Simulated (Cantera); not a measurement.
Charge: 1 mol Fe2O3, 0.38 mol CH4, 0.038 mol CO, at 100000 Pa.

Equilibrium computed with Cantera from the NASA thermochemical tables; the gas is ideal and each condensed phase is pure. Candidate condensed phases: C, C6H6, C7H8, C8H18, Fe, Fe(CO)5, FeO, Fe(OH)2, Fe(OH)3, Fe2O3, Fe3O4, H2O; 114 gas species. The tables' stoichiometric FeO is somewhat more stable than real wüstite, so its field is too wide. FeO: taken at fixed stoichiometry. Equilibrium is a limit: real reactors are often held back by kinetics, nucleation or transport. All values below are at 1073 K.

Base state: H2O 0.335, H2 0.310, CO2 0.191, CO 0.163, CH4 8.68e-5 (mole fractions); condensed: FeO(s).

**Question.** What changes in the equilibrium state with this change: CO from 0.038 to 0.45 mol?

**Answer.** 
```
species       before     after
-----------  -------  --------
CO             0.163     0.313
H2             0.310     0.296
CO2            0.191     0.209
H2O            0.335     0.182
CH4          8.68e-5  0.000267
FeO(s), mol     2.00      2.00
```
